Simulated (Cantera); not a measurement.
Cantera run:

```python
import numpy as np
import cantera as ct

gas_names = """
    CL CL2 H HCL H2 Si SiCL SiCL2 SiCL3 SiCL4 SiH SiHCL3 SiH2 SiH2CL2 SiH3 SiH3CL SiH4 Si2 Si3
""".split()
cond_names = """
    Si(cr) Si(L)
""".split()


# ... load() reads the species with a 1 bar reference pressure and builds the phases ...
atoms = {
    'Si': {'Si': 1},
    'Cl2': {'CL': 2},
    'H2': {'H': 2},
}
top_T = {}  # K; cautious upper limits of use, not melting points


# ... equilibrate(T, P, feed) seeds the gas with the atoms and calls Mixture.equilibrate('TP', solver="vcs", rtol=1e-11, max_steps=5000) ...
results = []
feed = {'Si': 1, 'Cl2': 0.52, 'H2': 3.4}  # mol
T = 1723  # K
P = 10000  # Pa
mix = equilibrate(T, P, feed)
results.append((T, P, feed, dict(zip(mix.species_names, mix.species_moles))))
x = sorted(zip(gas.X, gas.species_names), reverse=True)
print(f"T = {T:g} K  P = {P:g} Pa  gas = {mix.phase_moles(0):.4g} mol")
print("   x: " + "  ".join(f"{s} {v:.3e}" for v, s in x if v > 1e-05))
print("   condensed (mol): " + ("  ".join(f"{mix.phase(i).name} {mix.phase_moles(i):.4g}"
      for i in range(1, mix.n_phases) if mix.phase_moles(i) > 1e-12) or "none"))
```

It prints:

```
T = 1723 K  P = 10000 Pa  gas = 3.916 mol
   x: H2 8.055e-01  HCL 1.246e-01  SiCL2 6.671e-02  SiCL3 2.108e-03  H 5.176e-04  SiHCL3 1.663e-04  SiCL4 1.250e-04  CL 6.204e-05  SiCL 6.024e-05  SiH2CL2 3.896e-05  SiH2 1.368e-05
   condensed (mol): Si(L) 0.7289
```

Method: chemical equilibrium by Gibbs-energy minimisation in Cantera with the NASA 1993 tables (ideal gas, pure condensed phases). The tables' values for SiCl3, SiCl are old estimates; treat these amounts as uncertain. Gases not in the tables: Si2H6 and higher silanes.
